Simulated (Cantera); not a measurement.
Cantera run, input and output.

```python
import numpy as np
import cantera as ct

gas = ct.Solution("gri30.yaml")
gas.TPX = 1125, 290000, {'CH4': 1, 'O2': 2.78, 'N2': 10.4}
reactor = ct.IdealGasConstPressureReactor(gas, energy="on", clone=False)
net = ct.ReactorNet([reactor])
net.rtol, net.atol = 1e-08, 1e-16
show = ['CH4', 'O2', 'CH3', 'H', 'CH2O']
times = np.geomspace(7e-06, 6, 14)

steps = ct.SolutionArray(gas, extra=["t"])
rows = []
print(f"{'t/s':>10s}{'T/K':>9s}{'P/Pa':>11s}" + "".join(f"{s:>11s}" for s in show))
for t in times:
    while net.time < t:
        t_next = net.step()
        steps.append(gas.state, t=t_next)
    rows.append([np.interp(t, steps.t, y) for y in (steps.T, steps.P, *steps(*show).X.T)])
    print(f"{t:10.3e}{rows[-1][0]:9.1f}{rows[-1][1]:11.4g}" + "".join(f"{x:11.3e}" for x in rows[-1][2:]))
rate = np.gradient(steps.T, steps.t)
print("integrator steps:", len(steps.t))
if steps.T.max() > steps.T[0] + 200:
    print(f"time of steepest temperature rise: {steps.t[rate.argmax()]:.4e} s")
gas.TPX = 1125, 290000, {'CH4': 1, 'O2': 2.78, 'N2': 10.4}
gas.equilibrate("HP")
print(f"equilibrium (HP): T = {gas.T:.1f} K  " + "  ".join(f"{s} {gas[s].X[0]:.3e}" for s in show))
```

Result:

```
       t/s      T/K       P/Pa        CH4         O2        CH3          H       CH2O
 7.000e-06   1125.0    2.9e+05  7.052e-02  1.961e-01  2.859e-09  7.162e-13  1.833e-11
 2.002e-05   1125.0    2.9e+05  7.052e-02  1.961e-01  8.242e-09  1.222e-12  1.517e-10
 5.726e-05   1125.0    2.9e+05  7.052e-02  1.961e-01  2.415e-08  2.801e-12  1.278e-09
 1.638e-04   1125.0    2.9e+05  7.052e-02  1.961e-01  7.437e-08  8.478e-12  1.110e-08
 4.684e-04   1125.0    2.9e+05  7.052e-02  1.961e-01  2.676e-07  3.663e-11  1.106e-07
 1.340e-03   1125.0    2.9e+05  7.052e-02  1.960e-01  1.221e-06  2.282e-10  1.446e-06
 3.832e-03   1125.1    2.9e+05  7.050e-02  1.960e-01  2.673e-06  6.355e-10  1.401e-05
 1.096e-02   1125.7    2.9e+05  7.039e-02  1.960e-01  3.860e-06  1.683e-09  7.187e-05
 3.135e-02   1133.3    2.9e+05  6.911e-02  1.950e-01  1.103e-05  2.229e-08  5.767e-04
 8.966e-02   2453.3    2.9e+05  4.382e-18  5.040e-02  2.336e-17  4.930e-04  9.517e-12
 2.564e-01   2453.2    2.9e+05  4.380e-18  5.038e-02  2.335e-17  4.927e-04  9.513e-12
 7.335e-01   2453.2    2.9e+05  4.380e-18  5.038e-02  2.335e-17  4.927e-04  9.513e-12
 2.098e+00   2453.2    2.9e+05  4.380e-18  5.038e-02  2.335e-17  4.927e-04  9.513e-12
 6.000e+00   2453.2    2.9e+05  4.380e-18  5.038e-02  2.335e-17  4.927e-04  9.513e-12
integrator steps: 2409
time of steepest temperature rise: 4.1392e-02 s
equilibrium (HP): T = 2453.2 K  CH4 6.246e-18  O2 5.038e-02  CH3 3.329e-17  H 4.927e-04  CH2O 9.513e-12
```

Detailed kinetics in Cantera: GRI-Mech 3.0 (53 species, 325 reactions).
